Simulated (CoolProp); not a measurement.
Saturation properties of R11.

The numbers come from the reference Helmholtz-energy equation of state, Jacobsen 1992 in CoolProp.

| T (°C) | p (kPa) | liquid cp (kJ/(kg K)) | vapour Z | surface tension (mN/m) | liquid viscosity (µPa s) | vapour viscosity (µPa s) |
|---|---|---|---|---|---|---|
| 55.65 | 277.7 | 0.9153 | 0.9268 | 14.0 | 324 | 11.1 |
| 65.55 | 363.6 | 0.9288 | 0.9116 | 12.8 | 297 | 11.4 |
| 75.45 | 468.2 | 0.9438 | 0.8946 | 11.6 | 272 | 11.7 |
| 85.35 | 593.9 | 0.9605 | 0.8755 | 10.4 | 249 | 12.1 |
| 95.25 | 743.2 | 0.9794 | 0.8543 | 9.30 | 228 | 12.4 |
| 105.15 | 918.5 | 1.001 | 0.8308 | 8.19 | 209 | 12.8 |
| 115.05 | 1123 | 1.027 | 0.8049 | 7.12 | 191 | 13.2 |
| 124.95 | 1358 | 1.057 | 0.7763 | 6.07 | 174 | 13.6 |
| 134.85 | 1628 | 1.095 | 0.7447 | 5.06 | 158 | 14.2 |
| 144.75 | 1936 | 1.145 | 0.7095 | 4.09 | 142 | 14.8 |
| 154.65 | 2284 | 1.214 | 0.6701 | 3.17 | 127 | 15.6 |
| 164.55 | 2676 | 1.321 | 0.6250 | 2.29 | 113 | 16.7 |
| 174.45 | 3118 | 1.515 | 0.5719 | 1.48 | 97.7 | 18.3 |
| 184.35 | 3614 | 1.981 | 0.5053 | 0.748 | 81.4 | 20.8 |

It boils at 23.7 °C under 1 atm.

Viscosity comes from a separate model (Klein 1997), an estimate that may be off by 10 % or more. Surface tension comes from a separate correlation (Mulero 2012).
